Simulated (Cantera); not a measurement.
# Halide evaporation, hydrolysis and transport: CaF2 + H2 + N2

A closed system holds: 1 mol CaF2, 2 mol H2, 8.6 mol N2, held at 1125 K and 6.80 mbar.

These are equilibrium values from Cantera (NASA tables, ideal gas, pure condensed phases), not measurements of a reactor. Candidate condensed phases: Ca, CaF2; 25 gas species. Rates play no part.

```
Item                                 Result
--------------------------------  ---------
x(N2)                                 0.811
x(H2)                                 0.189
n(CaF2(s))                        1.000 mol
gas amount                        10.60 mol
log10 activity of Ca(l) (absent)      -6.80
```
